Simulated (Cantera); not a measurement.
Source: NASA polynomial tables (part measured, part estimated), evaluated in Cantera. Values are per mole of reaction as written; species without (g) are pure solids or liquids, kept so even where they would boil at 1 bar.

Question: Between 625 and 975 K, where is each reaction favourable under standard conditions?
- 2 NO(g) + Zr ⇌ ZrO₂(g) + 2 N(g)

Answer: 
- 2 NO(g) + Zr ⇌ ZrO₂(g) + 2 N(g): ΔG° is 401 kJ at 625 K and 357 kJ at 975 K; it stays positive (K < 1). ΔH° is 479 kJ and ΔS° 125 J/K at 975 K.
